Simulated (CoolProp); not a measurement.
Values from CoolProp's reference Helmholtz-energy equation of state, Fiedler 2023.

Q: Give the vapour pressure (bar), vapour density (kg/m³), liquid cp (kJ/(kg K)) of saturated tetrahydrofuran at 293, 330.7, 387.1 K.

A: 
```csv
T (K),p (bar),vapour density (kg/m³),liquid cp (kJ/(kg K))
293,0.172,0.512,1.71
330.7,0.766,2.06,1.85
387.1,3.86,9.35,2.10
```
